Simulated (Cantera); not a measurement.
An isothermal plug-flow reactor at 700 K and 1.00 atm (inlet), inlet velocity 0.58 m/s, active area per volume 170 1/m; feed CO : O2 : N2 : H2O = 0.01 : 0.02 : 0.79 : 0.0099 (molar parts), equivalence ratio 0.25.

Cantera simulation using Deutschmann's 1995 Pt surface mechanism with GRI-Mech 3.0 gas chemistry; the numbers are that mechanism's predictions, not measurements. Catalytic surfaces can have several steady states; this one follows from the mechanism file's or the stated starting coverage. Mass transfer to the wall is taken as infinitely fast.

x: gas mole fraction; θ: surface coverage.

```
z (m)        x CO    x O2   x H2O     x CO2  θ free Pt     θ O*     θ OH*     θ CO*
-------  --------  ------  ------  --------  ---------  -------  --------  --------
0.00077    0.0119  0.0240  0.0119  0.000186     0.0440  0.00383  0.000279     0.952
0.0017     0.0116  0.0239  0.0119  0.000414     0.0445  0.00389  0.000283     0.951
0.0036     0.0112  0.0237  0.0119  0.000891     0.0455  0.00403  0.000291     0.950
0.0077     0.0101  0.0231  0.0119   0.00199     0.0481  0.00442  0.000313     0.947
0.017     0.00708  0.0217  0.0120   0.00500     0.0585  0.00620       [?]     0.935
0.036    0.000510  0.0184  0.0120    0.0116     0.0221    0.974       [?]  0.000341
0.077    0.000133  0.0182  0.0120    0.0120     0.0177    0.979       [?]   5.73e-5
```

Task: Fill in the missing entries.

Result: 
- 0.017, θ OH*: 0.000409
- 0.036, θ OH*: 0.00316
- 0.077, θ OH*: 0.00284
